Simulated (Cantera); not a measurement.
PH₃ + O₂ (abatement and gas-phase synthesis)

Input: 1 mol PH₃, a varied amount of O₂, held at 1223.15 K and 10.0 mbar.

Equilibrium computed with Cantera from the NASA thermochemical tables; the gas is ideal and each condensed phase is pure. Candidate condensed phases: H₂O, P, P₄O₁₀; 17 gas species. Gases not in the tables: HPO₂, HPO₃ and P₄O₆. Rates play no part.

| n(O₂) (mol) | x H₂ | x H₂O | x P₂ | x P₄O₁₀ | x P₄ | x PO₂ | x PO |
|---|---|---|---|---|---|---|---|
| 0.35 | 0.530 | 0.240 | 0.186 | 0.0101 | 0.0223 | 0.00776 | 0.00335 |
| 0.4 | 0.525 | 0.247 | 0.181 | 0.0144 | 0.0210 | 0.00831 | 0.00344 |
| 0.45 | 0.521 | 0.254 | 0.175 | 0.0190 | 0.0196 | 0.00875 | 0.00350 |
| 0.51 | 0.516 | 0.261 | 0.168 | 0.0246 | 0.0180 | 0.00918 | 0.00355 |
| 0.57 | 0.513 | 0.267 | 0.160 | 0.0303 | 0.0164 | 0.00953 | 0.00358 |
| 0.65 | 0.509 | 0.275 | 0.150 | 0.0382 | 0.0144 | 0.00991 | 0.00359 |
| 0.73 | 0.506 | 0.282 | 0.139 | 0.0461 | 0.0124 | 0.0102 | 0.00357 |
| 0.83 | 0.502 | 0.292 | 0.125 | 0.0563 | 0.0101 | 0.0105 | 0.00353 |
| 0.93 | 0.499 | 0.302 | 0.111 | 0.0666 | 0.00788 | 0.0107 | 0.00346 |
| 1.1 | 0.491 | 0.321 | 0.0852 | 0.0844 | 0.00466 | 0.0110 | 0.00328 |
| 1.2 | 0.484 | 0.334 | 0.0694 | 0.0950 | 0.00309 | 0.0110 | 0.00312 |
| 1.3 | 0.476 | 0.349 | 0.0533 | 0.106 | 0.00182 | 0.0110 | 0.00291 |
| 1.5 | 0.442 | 0.397 | 0.0212 | 0.126 | 0.000289 | 0.0103 | 0.00225 |
x: gas mole fraction; nothing condenses.

From 0.35 mol O₂ to 1.5 mol O₂ nothing is condensed.
